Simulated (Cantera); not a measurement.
An isothermal, constant-pressure homogeneous reactor starts with 11.5 % C₂H₆, 88.5 % N₂, at 1598 K and 0.133 bar.

Model: GRI-Mech 3.0 (53 species, 325 reactions), integrated in Cantera. GRI-Mech 3.0 stops at C3 and has no aromatics, soot or wall deposition, so with more carbon than oxygen in the feed, carbon stays in small species such as C2H2 where larger ones or solid carbon would form.

x: mole fraction; the columns are a selection and need not sum to one.

```json
[
 {"t (s)": "0.000300", "x C₂H₆": "0.0289", "x CH₄": "0.0252", "x C₂H₄": "0.0501", "x CH₂": "1.15e-5", "x C₂H₂": "0.00969"},
 {"t (s)": "0.000895", "x C₂H₆": "…", "x CH₄": "0.0375", "x C₂H₄": "…", "x CH₂": "…", "x C₂H₂": "…"},
 {"t (s)": "0.00267", "x C₂H₆": "…", "x CH₄": "0.0372", "x C₂H₄": "…", "x CH₂": "…", "x C₂H₂": "…"},
 {"t (s)": "0.00797", "x C₂H₆": "1.99e-5", "x CH₄": "0.0364", "x C₂H₄": "0.0105", "x CH₂": "5.74e-8", "x C₂H₂": "0.0691"},
 {"t (s)": "0.0238", "x C₂H₆": "1.29e-5", "x CH₄": "0.0354", "x C₂H₄": "0.00231", "x CH₂": "4.08e-8", "x C₂H₂": "0.0769"},
 {"t (s)": "0.0709", "x C₂H₆": "1.23e-5", "x CH₄": "0.0333", "x C₂H₄": "0.000378", "x CH₂": "4.24e-8", "x C₂H₂": "0.0796"},
 {"t (s)": "0.212", "x C₂H₆": "9.02e-6", "x CH₄": "0.0280", "x C₂H₄": "0.000324", "x CH₂": "3.77e-8", "x C₂H₂": "0.0818"},
 {"t (s)": "0.631", "x C₂H₆": "4.24e-6", "x CH₄": "0.0185", "x C₂H₄": "0.000273", "x CH₂": "2.83e-8", "x C₂H₂": "0.0857"},
 {"t (s)": "1.88", "x C₂H₆": "1.01e-6", "x CH₄": "0.00848", "x C₂H₄": "0.000251", "x CH₂": "1.56e-8", "x C₂H₂": "0.0898"},
 {"t (s)": "5.62", "x C₂H₆": "1.48e-7", "x CH₄": "0.00301", "x C₂H₄": "0.000254", "x CH₂": "6.34e-9", "x C₂H₂": "0.0921"},
 {"t (s)": "16.8", "x C₂H₆": "3.64e-8", "x CH₄": "0.00128", "x C₂H₄": "0.000257", "x CH₂": "2.79e-9", "x C₂H₂": "0.0928"},
 {"t (s)": "50.0", "x C₂H₆": "2.74e-8", "x CH₄": "0.00102", "x C₂H₄": "0.000258", "x CH₂": "2.24e-9", "x C₂H₂": "0.0929"}
]
```

What belongs in the gaps?


- 0.000895, x C₂H₆: 0.00203
- 0.000895, x C₂H₄: 0.0420
- 0.000895, x CH₂: 2.79e-6
- 0.000895, x C₂H₂: 0.0374
- 0.00267, x C₂H₆: 0.000115
- 0.00267, x C₂H₄: 0.0226
- 0.00267, x CH₂: 2.86e-7
- 0.00267, x C₂H₂: 0.0575
